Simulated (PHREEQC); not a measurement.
Consider water at 82 °C with 0.67 mol HCl, 0.0043 mol Al2(SO4)3 and 0.00081 mol MgSO4 per kg of water. Closed to the air; pH follows from the charge balance.

Computed with PHREEQC (ion-association model, wateq4f.dat).

Each row changes one thing in this solution. Precipitation was switched off in this run.

```tsv
case	pH	ionic strength (mol/kgw)	HSO4- (mol/kgw)	SO4-2 (mol/kgw)
as made	0.32	0.710	0.0132	0.000267
MgSO4 replaced by CdSO4 at the same molality	0.32	0.708	0.0132	0.000267
HCl from 0.67 to 0.067 mol/kgw	1.33	0.0987	0.00979	0.00113
Al2(SO4)3 from 0.0043 to 0.00645 mol/kgw	0.32	0.729	0.0192	0.000398
Al2(SO4)3 left out	0.31	0.672	0.000794	1.55e-5
diluted 5-fold with water	0.98	0.142	0.00252	0.000143
MgSO4 left out	0.32	0.708	0.0124	0.000251
0.072 mol/kgw NaCl added	0.32	0.782	0.0132	0.000277
Al2(SO4)3 from 0.0043 to 0.0086 mol/kgw	0.33	0.747	0.0252	0.000530
```

The ionic strength passes 0.7 mol/kgw, the rough limit of the ion-association models, in as made; MgSO4 replaced by CdSO4 at the same molality; Al2(SO4)3 from 0.0043 to 0.00645 mol/kgw; MgSO4 left out; 0.072 mol/kgw NaCl added; Al2(SO4)3 from 0.0043 to 0.0086 mol/kgw. Complexes and solids missing from the database can't appear. Away from 25 °C the constants follow the database's enthalpies or fits; those with neither stay at their 25 °C values.
